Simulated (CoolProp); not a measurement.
A simple Rankine cycle with R1132(E): condensing at 297.15 K, boiler at 4.11 MPa, turbine inlet 399 K, turbine efficiency 0.6, pump efficiency 0.7, no recuperator. Each further row changes one setting.

Computed with CoolProp (reference Helmholtz-energy equation of state, Akasaka 2024).

```json
[
 {"case": "as stated", "thermal efficiency (%)": "___", "net work (kJ/kg)": "19.0", "heat in (kJ/kg)": "310", "turbine exit temperature (K)": "___", "volume ratio over the turbine": "___"},
 {"case": "condensing temperature 289.15 K", "thermal efficiency (%)": "7.3", "net work (kJ/kg)": "23.7", "heat in (kJ/kg)": "325", "turbine exit temperature (K)": "351.6", "volume ratio over the turbine": "___"},
 {"case": "boiler pressure 2.88 MPa", "thermal efficiency (%)": "4.1", "net work (kJ/kg)": "13.4", "heat in (kJ/kg)": "325", "turbine exit temperature (K)": "376.2", "volume ratio over the turbine": "___"},
 {"case": "turbine efficiency 0.5", "thermal efficiency (%)": "4.9", "net work (kJ/kg)": "15.2", "heat in (kJ/kg)": "310", "turbine exit temperature (K)": "362.5", "volume ratio over the turbine": "2.56"}
]
```

**Question.** Fill in the missing entries.

**Answer.** 
- as stated, thermal efficiency (%): 6.1
- as stated, turbine exit temperature (K): 359.2
- as stated, volume ratio over the turbine: 2.53
- condensing temperature 289.15 K, volume ratio over the turbine: 3.12
- boiler pressure 2.88 MPa, volume ratio over the turbine: 1.76
